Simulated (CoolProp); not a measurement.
A single-stage vapour-compression cycle with R245ca: evaporating at 283.15 K (dew point), condensing at 307.15 K (bubble point), superheat 8 K, subcooling 0 K, compressor efficiency 0.85, no pressure losses. Each further row changes one setting.

Values from CoolProp's reference Helmholtz-energy equation of state, Zhou 2016.

| case | cooling COP | pressure ratio | discharge temperature (K) | refrigerating effect (kJ/kg) | volumetric capacity (kJ/m³) |
|---|---|---|---|---|---|
| as stated | 9.19 | 2.60 | 315.5 | 187 | 571 |
| evaporating temperature 288.15 K | 12.0 | 2.09 | 315.2 | 191 | 715 |
| condensing temperature 302.15 K | 11.9 | 2.16 | 310.7 | 194 | 593 |
| subcooling 5 K | 9.53 | 2.60 | 315.5 | 194 | 593 |
| superheat 18 K | 9.29 | 2.60 | 325.6 | 196 | 577 |
| compressor efficiency 0.75 | 8.11 | 2.60 | 318.4 | 187 | 571 |
